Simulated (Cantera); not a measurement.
PbO + O2 + H2 (iron carbonyl, mercury and lead vapours)

A closed system holds: 1 mol PbO, 0.63 mol O2, 1.4 mol H2, equilibrated at 25.0 mbar.

These are equilibrium values from Cantera (NASA tables, ideal gas, pure condensed phases), not measurements of a reactor. Candidate condensed phases: H2O, Pb, PbO, PbO2, Pb3O4; 12 gas species. The numbers say what is thermodynamically allowed, not how fast it happens.

From 675 K to 750 K the condensed part is Pb(l) + PbO(red). From 775 K to 1000 K the condensed part is Pb(l) + PbO(yellow). The main Pb-bearing gas is Pb throughout.

```json
[
 {"T (K)": "675", "log p H2O": "-1.60", "log p Pb": "-9.47", "log p H2": "-6.11", "log p PbO": "-13.56", "log p OH": "<-13", "log p Pb2": "<-13", "n Pb(l)": "0.140", "n PbO(red)": "0.860", "n PbO(yellow)": "0"},
 {"T (K)": "700", "log p H2O": "-1.60", "log p Pb": "-8.95", "log p H2": "-6.04", "log p PbO": "-12.78", "log p OH": "<-13", "log p Pb2": "<-13", "n Pb(l)": "0.140", "n PbO(red)": "0.860", "n PbO(yellow)": "0"},
 {"T (K)": "725", "log p H2O": "-1.60", "log p Pb": "-8.47", "log p H2": "-5.98", "log p PbO": "-12.05", "log p OH": "<-13", "log p Pb2": "<-13", "n Pb(l)": "0.140", "n PbO(red)": "0.860", "n PbO(yellow)": "0"},
 {"T (K)": "750", "log p H2O": "-1.60", "log p Pb": "-8.02", "log p H2": "-5.92", "log p PbO": "-11.38", "log p OH": "<-13", "log p Pb2": "<-13", "n Pb(l)": "0.140", "n PbO(red)": "0.860", "n PbO(yellow)": "0"},
 {"T (K)": "775", "log p H2O": "-1.60", "log p Pb": "-7.60", "log p H2": "-5.86", "log p PbO": "-10.75", "log p OH": "<-13", "log p Pb2": "<-13", "n Pb(l)": "0.140", "n PbO(red)": "0", "n PbO(yellow)": "0.860"},
 {"T (K)": "800", "log p H2O": "-1.60", "log p Pb": "-7.21", "log p H2": "-5.80", "log p PbO": "-10.15", "log p OH": "<-13", "log p Pb2": "<-13", "n Pb(l)": "0.140", "n PbO(red)": "0", "n PbO(yellow)": "0.860"},
 {"T (K)": "825", "log p H2O": "-1.60", "log p Pb": "-6.84", "log p H2": "-5.75", "log p PbO": "-9.60", "log p OH": "-13.20", "log p Pb2": "<-13", "n Pb(l)": "0.140", "n PbO(red)": "0", "n PbO(yellow)": "0.860"},
 {"T (K)": "850", "log p H2O": "-1.60", "log p Pb": "-6.50", "log p H2": "-5.70", "log p PbO": "-9.08", "log p OH": "-12.69", "log p Pb2": "-13.15", "n Pb(l)": "0.140", "n PbO(red)": "0", "n PbO(yellow)": "0.860"},
 {"T (K)": "875", "log p H2O": "-1.60", "log p Pb": "-6.17", "log p H2": "-5.65", "log p PbO": "-8.59", "log p OH": "-12.21", "log p Pb2": "-12.61", "n Pb(l)": "0.140", "n PbO(red)": "0", "n PbO(yellow)": "0.860"},
 {"T (K)": "900", "log p H2O": "-1.60", "log p Pb": "-5.86", "log p H2": "-5.60", "log p PbO": "-8.13", "log p OH": "-11.76", "log p Pb2": "-12.09", "n Pb(l)": "0.140", "n PbO(red)": "0", "n PbO(yellow)": "0.860"},
 {"T (K)": "925", "log p H2O": "-1.60", "log p Pb": "-5.57", "log p H2": "-5.56", "log p PbO": "-7.69", "log p OH": "-11.33", "log p Pb2": "-11.60", "n Pb(l)": "0.140", "n PbO(red)": "0", "n PbO(yellow)": "0.860"},
 {"T (K)": "950", "log p H2O": "-1.60", "log p Pb": "-5.30", "log p H2": "-5.52", "log p PbO": "-7.28", "log p OH": "-10.93", "log p Pb2": "-11.14", "n Pb(l)": "0.140", "n PbO(red)": "0", "n PbO(yellow)": "0.860"},
 {"T (K)": "975", "log p H2O": "-1.60", "log p Pb": "-5.04", "log p H2": "-5.47", "log p PbO": "-6.89", "log p OH": "-10.55", "log p Pb2": "-10.71", "n Pb(l)": "0.139", "n PbO(red)": "0", "n PbO(yellow)": "0.860"},
 {"T (K)": "1000", "log p H2O": "-1.60", "log p Pb": "-4.79", "log p H2": "-5.43", "log p PbO": "-6.52", "log p OH": "-10.18", "log p Pb2": "-10.29", "n Pb(l)": "0.139", "n PbO(red)": "0", "n PbO(yellow)": "0.860"}
]
```
log p: log10 of the partial pressure in bar; n: condensed amount in mol.
